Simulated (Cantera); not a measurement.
**Reactions in the system Cl-H-O-Sr**

Source: NASA polynomial tables (part measured, part estimated), evaluated in Cantera. Values are per mole of reaction as written; species without (g) are pure solids or liquids, kept so even where they would boil at 1 bar.

2 Sr + O₂(g) + 2 HCl(g) = SrCl₂ + Sr(OH)₂

```tsv
T (K)	ΔH° (kJ)	ΔS° (J/K)	ΔG° (kJ)	log10 K	condensed phases
300	-1613.1	-477.0	-1470.0	255.95	Sr(s), SrCl₂(s), Sr(OH)₂(s)
950	-1557.7	-398.7	-1179.0	64.82	Sr(s), SrCl₂(s), Sr(OH)₂(l)
1025	-1543.6	-384.4	-1149.5	58.58	Sr(s), SrCl₂(s), Sr(OH)₂(l)
1100	-1551.3	-392.0	-1120.1	53.19	Sr(l), SrCl₂(s), Sr(OH)₂(l)
1175	-1527.6	-371.3	-1091.3	48.51	Sr(l), SrCl₂(l), Sr(OH)₂(l)
1250	-1521.0	-365.9	-1063.7	44.45	Sr(l), SrCl₂(l), Sr(OH)₂(l)
1325	-1514.6	-360.9	-1036.4	40.86	Sr(l), SrCl₂(l), Sr(OH)₂(l)
1400	-1508.2	-356.2	-1009.6	37.67	Sr(l), SrCl₂(l), Sr(OH)₂(l)
1475	-1501.8	-351.8	-983.0	34.81	Sr(l), SrCl₂(l), Sr(OH)₂(l)
1550	-1495.6	-347.6	-956.8	32.24	Sr(l), SrCl₂(l), Sr(OH)₂(l)
1625	-1489.4	-343.7	-930.9	29.92	Sr(l), SrCl₂(l), Sr(OH)₂(l)
1700	-1483.2	-340.0	-905.2	27.81	Sr(l), SrCl₂(l), Sr(OH)₂(l)
```
